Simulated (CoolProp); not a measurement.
Vapour-liquid equilibrium of R152A (1) + R227EA (2) at 1.6 bar; x and y are mole fractions of (1).

The numbers come from the multi-fluid Helmholtz-energy mixture model, Outcalt 1996 and Lemmon 2016; pair parameters Bell 2016 in CoolProp.

Give the bubble temperature and the first vapour's composition at x = 0.35, 0.65, 0.95. Is there an azeotrope?

x = 0.35: -8.1 °C, y = 0.432; x = 0.65: -11.0 °C, y = 0.725; x = 0.95: -13.0 °C, y = 0.959. No azeotrope shows between x = 0.05 and 0.95.

The pair parameters rest on a limited set of measurements; away from them the model extrapolates. The gap from Raoult's law changes sign with composition, which may be real or a fault of the pair parameters; it wasn't checked against measurements.
